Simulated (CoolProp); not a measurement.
n-nonane along the isotherm 600 K: Z from the reference equation and from simpler models built on Tc = 594.5 K, pc = 2282 kPa, ω = 0.443; each cubic takes its own stable root.

The numbers come from the reference Helmholtz-energy equation of state, Lemmon 2006 in CoolProp. It is a short technical equation, of lower accuracy than the large ones.

| p (kPa) | phase | reference |
|---|---|---|
| 1630 | gas | 0.6887 |
| 3260 | supercritical | 0.2251 |
| 4890 | supercritical | 0.3025 |
| 6520 | supercritical | 0.3827 |
| 8150 | supercritical | 0.4617 |
| 9780 | supercritical | 0.5393 |
| 11400 | supercritical | 0.6152 |
| 13000 | supercritical | 0.6890 |
| 14700 | supercritical | 0.7662 |
| 16300 | supercritical | 0.8380 |
| 17900 | supercritical | 0.9089 |
| 19600 | supercritical | 0.9835 |
| 21200 | supercritical | 1.053 |
| 22800 | supercritical | 1.122 |

### Question
How far does each simpler model (van der Waals, Redlich-Kwong, Soave-Redlich-Kwong, Peng-Robinson) lie from the reference over these 14 states: mean and median of the absolute difference, and the worst?

### Answer
- van der Waals: mean 44.0 %, median 45.8 %, worst +51.9 % at 600 K and 3260 kPa
- Redlich-Kwong: mean 14.7 %, median 13.5 %, worst +28.0 % at 600 K and 3260 kPa
- Soave-Redlich-Kwong: mean 15.2 %, median 13.8 %, worst +30.0 % at 600 K and 3260 kPa
- Peng-Robinson: mean 4.3 %, median 2.3 %, worst +17.8 % at 600 K and 3260 kPa
